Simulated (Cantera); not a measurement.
A freely propagating, adiabatic, planar premixed flame of H2 : O2 : N2 = 1 : 0.333 : 1.25 (molar parts), unburnt at 700 K and 1.00 bar; mixture-averaged transport, grid criteria slope 0.08 and curve 0.16, no radiation.

Model: the H2/O2 subset of GRI-Mech 3.0, which has no nitrogen chemistry, integrated in Cantera. Burning velocities carry a grid error of a few per cent, more on coarse grids.

Q: What does this change do: inlet temperature 700 to 425 K?

A: 
```
quantity                     before     after
------------------------  ---------  --------
laminar burning velocity  1170 cm/s  517 cm/s
thermal thickness          0.483 mm  0.390 mm
peak x(H)                    0.0987    0.0803
peak x(HO2)                0.000207  0.000423
peak x(OH)                   0.0132   0.00961
```

Q: What does this change do: inlet temperature 700 to 673 K?

A: 
| quantity | before | after |
|---|---|---|
| laminar burning velocity | 1170 cm/s | 1090 cm/s |
| thermal thickness | 0.483 mm | 0.476 mm |
| peak x(H) | 0.0987 | 0.0968 |
| peak x(HO2) | 0.000207 | 0.000223 |
| peak x(OH) | 0.0132 | 0.0129 |
